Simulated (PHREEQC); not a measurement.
# Buffer: an equilibrium model

A solution holds 0.0043 mol HF, 0.007 mol Na2CO3 and 0.057 mol NaCl per kg of water, at 75 °C and 500 atm. Closed to the air; pH follows from the charge balance.

All values are PHREEQC results (ion-association model, phreeqc.dat), not measurements.

The pH comes out as 8.66 and the ionic strength is 0.0692 mol/kgw. The specific conductance comes out as 16100 µS/cm and the density is 0.999 g/cm³. The total alkalinity is 9.70 meq/kg.

```csv
species,molality,activity,log γ
Na+,0.0687,0.0546,-0.100
Cl-,0.0570,0.0445,-0.108
HCO3-,0.00433,0.00346,-0.098
F-,0.00421,0.00327,-0.110
NaCO3-,0.00204,0.00161,-0.103
CO3-2,0.000485,0.000198,-0.390
OH-,0.000182,0.000141,-0.110
NaHCO3,0.000131,0.000133,0.007
NaF,8.71e-5,8.84e-5,0.007
CO2,9.69e-6,9.85e-6,0.007
```

This is a speciation only: nothing precipitates in the calculation. Under pressure, the constants of complexes without a molar volume in the database are unreliable. Constants without temperature data keep their 25 °C values here.
